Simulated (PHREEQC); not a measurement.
Consider water at 25 °C with 19 mmol/kgw HF, 55 mmol/kgw H2SiF6, 24 mmol/kgw HBF4 and 0.47 mmol/kgw H2SO4. Closed to the air; pH follows from the charge balance.

The numbers come from PHREEQC with the ion-association model, phreeqc.dat.

```csv
quantity,before,after
pH,0.97,1.94
HF (mol/kgw),0.0203,0.00515
BF3OH- (mol/kgw),0.000404,0.000117
HSO4- (mol/kgw),0.000379,2.03e-5
H3BO3 (mol/kgw),0.000235,0.000611
```

What was changed between the two runs?
A. diluted 10-fold with water
B. H2SiF6 left out
C. diluted 2-fold with water
D. HF from 0.019 to 0.095 mol/kgw
E. H2SO4 replaced by NaHSO4 at the same molality

A, diluted 10-fold with water

Precipitation was switched off in this run. Some of these states are supersaturated (in Quartz (slow to form), for instance). SiF6-2 is the database's only silicon fluoride. Real BF4- forms and hydrolyses slowly; the run takes it at equilibrium.
